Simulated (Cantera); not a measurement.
Standard-state values (1 bar) from the NASA 1993 polynomials, evaluated with Cantera. Values are per mole of reaction as written; species without (g) are pure solids or liquids, kept so even where they would boil at 1 bar.

### Question
Between 2448 and 2948 K, where is each reaction favourable under standard conditions?
- 2 NbO2 + 2 NH3(g) → N2O(g) + 2 Nb + 3 H2O(g)

### Answer
- 2 NbO2 + 2 NH3(g) → N2O(g) + 2 Nb + 3 H2O(g): ΔG° is 254 kJ at 2448 K and 146 kJ at 2948 K; it stays positive (K < 1). ΔH° is 808 kJ and ΔS° 225 J/K at 2948 K.
